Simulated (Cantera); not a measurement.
Input: 1 mol FeS2, 4.1 mol H2, 11 mol N2, at 1373.15 K and 1.00 Torr.

Equilibrium computed with Cantera from the NASA thermochemical tables; the gas is ideal and each condensed phase is pure. Candidate condensed phases: Fe, FeS, FeS2, S; 16 gas species. FeS: taken at fixed stoichiometry. Kinetics and transport are ignored.

Base state: N2 0.709, H2 0.253, S2 0.0265, H2S 0.0107, SH 0.000765, H 4.60e-5, S 3.64e-5 (mole fractions); condensed: FeS(s).

Task: What changes in the equilibrium state with this change: temperature from 1373.15 K to 1148.15 K?

Result: 
```csv
species,before,after
N2,0.709,0.717
H2,0.253,0.232
H2S,0.0107,0.0349
S2,0.0265,0.0151
S,3.64e-5,6.66e-7
H,4.60e-5,9.49e-7
SH,0.000765,0.000154
"FeS(s), mol",1.000,1.00
```
Gases not in the tables: S3 to S7.

Task: What changes in the equilibrium state with this change: H2 from 4.1 to 2000 mol?

Result: 
```
species        before     after
-----------  --------  --------
H2              0.253     0.993
N2              0.709   0.00547
H2S            0.0107  0.000934
S2             0.0265   1.31e-5
S             3.64e-5   8.09e-7
SH           0.000765   3.37e-5
H             4.60e-5   9.11e-5
FeS(s), mol     1.000         0
Fe(γ), mol          0     0.988
```
